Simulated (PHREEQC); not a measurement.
Dissolve 0.017 mol/kgw Cu(BF4)2 and 0.00025 mol/kgw HBF4 at 20 °C. It is in equilibrium with CO2 at log p = -3.4 (atm). Otherwise closed; pH follows from the charge balance.

The numbers come from PHREEQC with the ion-association model, phreeqc.dat.

```json
[
 {"quantity": "pH", "before": "2.77", "after": "2.55"},
 {"quantity": "ionic strength (mol/kgw)", "before": "0.0523", "after": "0.0538"},
 {"quantity": "BF4- (mol/kgw)", "before": "0.0305", "after": "0.0329"},
 {"quantity": "BF3OH- (mol/kgw)", "before": "0.00205", "after": "0.00193"}
]
```

Question: Name the change that produced these shifts.
A. HBF4 from 0.00025 to 0.0025 mol/kgw
B. temperature from 20 to 50 °C
C. Cu(BF4)2 from 0.017 to 0.0085 mol/kgw
D. diluted 10-fold with water

Answer: A, HBF4 from 0.00025 to 0.0025 mol/kgw

This is a speciation only: nothing precipitates in the calculation. Real BF4- forms and hydrolyses slowly; the run takes it at equilibrium.
